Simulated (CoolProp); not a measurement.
Neopentane along the isotherm 223.05 °C: Z from the reference equation and from simpler models built on Tc = 160.6 °C, pc = 3196 kPa, ω = 0.196; each cubic takes its own stable root.

Computed with CoolProp (reference Helmholtz-energy equation of state, Lemmon 2006). It is a short technical equation, of lower accuracy than the large ones.

| p (kPa) | phase | reference | van der Waals | Peng-Robinson |
|---|---|---|---|---|
| 4000 | supercritical | 0.6783 | 0.6425 | 0.6641 |
| 7990 | supercritical | ___ | 0.5359 | 0.4998 |
| 12000 | supercritical | 0.5761 | 0.6962 | 0.5734 |
| 16000 | supercritical | 0.6994 | 0.8625 | 0.6748 |
| 20000 | supercritical | 0.8245 | ___ | ___ |
| 24000 | supercritical | 0.9484 | 1.189 | 0.8847 |
| 28000 | supercritical | 1.070 | 1.349 | 0.9885 |
| 32000 | supercritical | 1.191 | 1.507 | 1.091 |

Problem. Complete the blanks.

Solution. 
- 7990, reference: 0.4782
- 20000, van der Waals: 1.027
- 20000, Peng-Robinson: 0.7798
